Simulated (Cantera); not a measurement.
What does this Cantera script print?

```python
import numpy as np
import cantera as ct

gas = ct.Solution("gri30.yaml")
gas.TPX = 1550, 930, {'C3H8': 1, 'H2': 16}
inlet = ct.Reservoir(gas, clone=True)

reactor = ct.IdealGasConstPressureReactor(gas, energy="off", clone=False)
exhaust = ct.Reservoir(gas, clone=True)
tau = [1.6, 0.87, 0.48, 0.26, 0.14, 0.079, 0.043, 0.024, 0.013, 0.0071][0]
for a, b in ((inlet, reactor), (reactor, exhaust)):
    ct.MassFlowController(a, b, mdot=lambda t: reactor.mass / tau)
net = ct.ReactorNet([reactor])
show = ['C3H8', 'H2', 'CH4', 'CH2', 'C2H6']

rows = []
print(f"{'tau/s':>10s}{'T/K':>9s}" + "".join(f"{s:>11s}" for s in show))
for tau in [1.6, 0.87, 0.48, 0.26, 0.14, 0.079, 0.043, 0.024, 0.013, 0.0071]:
    net.initial_time = 0.0
    net.advance(30 * tau)
    before = gas.X
    net.advance(40 * tau)
    drift = np.max(np.abs(gas.X - before) / (gas.X + 1e-9))
    rows.append([gas.T, *gas[show].X, drift])
    print(f"{tau:10.3e}{gas.T:9.1f}" + "".join(f"{x:11.3e}" for x in gas[show].X))
```

It prints:

```
     tau/s      T/K       C3H8         H2        CH4        CH2       C2H6
 1.600e+00   1550.0  2.381e-05  9.043e-01  3.421e-02  3.248e-07  8.848e-06
 8.700e-01   1550.0  4.061e-05  9.016e-01  3.858e-02  4.383e-07  1.286e-05
 4.800e-01   1550.0  6.826e-05  8.990e-01  4.275e-02  5.762e-07  1.806e-05
 2.600e-01   1550.0  1.165e-04  8.964e-01  4.674e-02  7.479e-07  2.497e-05
 1.400e-01   1550.0  1.999e-04  8.941e-01  5.026e-02  9.515e-07  3.382e-05
 7.900e-02   1550.0  3.297e-04  8.922e-01  5.290e-02  1.166e-06  4.402e-05
 4.300e-02   1550.0  5.623e-04  8.906e-01  5.495e-02  1.425e-06  5.775e-05
 2.400e-02   1550.0  9.380e-04  8.895e-01  5.610e-02  1.715e-06  7.506e-05
 1.300e-02   1550.0  1.601e-03  8.888e-01  5.639e-02  2.091e-06  1.000e-04
 7.100e-03   1550.0  2.699e-03  8.887e-01  5.562e-02  2.564e-06  1.350e-04
```

Detailed kinetics in Cantera: GRI-Mech 3.0 (53 species, 325 reactions). GRI-Mech 3.0 was tuned for natural gas; its chemistry of propane as a main component is partial and can be far from experiment. GRI-Mech 3.0 stops at C3 and has no aromatics, soot or wall deposition, so with more carbon than oxygen in the feed, carbon stays in small species such as C2H2 where larger ones or solid carbon would form. Radical loss at walls, strong at low pressure, is not modelled.
